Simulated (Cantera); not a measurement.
Cantera run:

```python
import numpy as np
import cantera as ct

gas_names = [...]  # 87 gases of nasa_gas.yaml made of C, H, Si
cond_names = """
    C(gr) C6H6(L) C7H8(L) C8H18(L),n-octa Si(cr) Si(L) SiC(b)
""".split()


# ... load() reads the species with a 1 bar reference pressure and builds the phases ...
atoms = {
    'Si(CH3)4': {'Si': 1, 'C': 4, 'H': 12},
    'C3H8': {'C': 3, 'H': 8},
    'H2': {'H': 2},
}
top_T = {'C(gr)': 4500, 'SiC(b)': 3050}  # K; cautious upper limits of use, not melting points


# ... equilibrate(T, P, feed) seeds the gas with the atoms and calls Mixture.equilibrate('TP', solver="vcs", rtol=1e-11, max_steps=5000) ...
results = []
feed = {'Si(CH3)4': 1, 'C3H8': 0.23, 'H2': 1.2}  # mol
P = 1333.22  # Pa
for T in [1848, 1898, 1948, 1998, 2048, 2098, 2148, 2198, 2248, 2298, 2348, 2398, 2448]:
    mix = equilibrate(T, P, feed)
    results.append((T, P, feed, dict(zip(mix.species_names, mix.species_moles))))

top = {s: max(r[3][s] / sum(r[3][g] for g in gas_names) for r in results) for s in gas_names}
cols = sorted((s for s in top if top[s] > 0.0001), key=lambda s: -top[s])[:7]
seen = [c for c in cond_names if any(r[3].get(c, 0) > 1e-12 for r in results)]
print("log10 of partial pressures in bar; condensed amounts in mol")
print(f"{'T/K':>10s}" + "".join(f"{s[:9]:>10s}" for s in cols + seen))
for T, P, feed, n in results:
    ng = sum(n[g] for g in gas_names)
    print(f"{T:10.4g}" + "".join(f"{np.log10(max(n[s] / ng * P / 1e5, 1e-99)):10.3f}" for s in cols)
          + "".join(f"{n.get(c, 0):10.4g}" for c in seen))
```

Output:

```
log10 of partial pressures in bar; condensed amounts in mol
       T/K        H2         H        Si      SiC2 C2H2,acet      Si2C       SiH     C(gr)    SiC(b)
      1848    -1.877    -4.214    -6.728    -8.446    -5.466    -8.594    -7.668     3.686    0.9999
      1898    -1.878    -4.046    -6.344    -7.946    -5.303    -8.105    -7.343     3.684    0.9997
      1948    -1.880    -3.887    -5.981    -7.472    -5.148    -7.641    -7.035     3.682    0.9992
      1998    -1.882    -3.736    -5.636    -7.023    -5.002    -7.201    -6.743     3.679    0.9983
      2048    -1.884    -3.592    -5.307    -6.596    -4.864    -6.784    -6.466     3.676    0.9963
      2098    -1.888    -3.456    -4.995    -6.190    -4.733    -6.387    -6.203     3.674    0.9923
      2148    -1.892    -3.326    -4.698    -5.803    -4.610    -6.009    -5.953     3.672    0.9844
      2198    -1.899    -3.204    -4.414    -5.434    -4.495    -5.648    -5.715     3.674    0.9692
      2248    -1.907    -3.087    -4.143    -5.083    -4.387    -5.305    -5.490     3.684    0.9403
      2298    -1.919    -2.978    -3.884    -4.747    -4.287    -4.976    -5.276     3.707    0.8866
      2348    -1.934    -2.876    -3.636    -4.425    -4.197    -4.663    -5.074     3.754    0.7876
      2398    -1.956    -2.781    -3.398    -4.118    -4.117    -4.362    -4.884     3.845    0.6063
      2448    -1.988    -2.695    -3.171    -3.824    -4.051    -4.075    -4.708     4.014    0.2719
```

These are equilibrium values from Cantera (NASA tables, ideal gas, pure condensed phases), not measurements of a reactor. Gases not in the tables: Si2H6 and higher silanes.
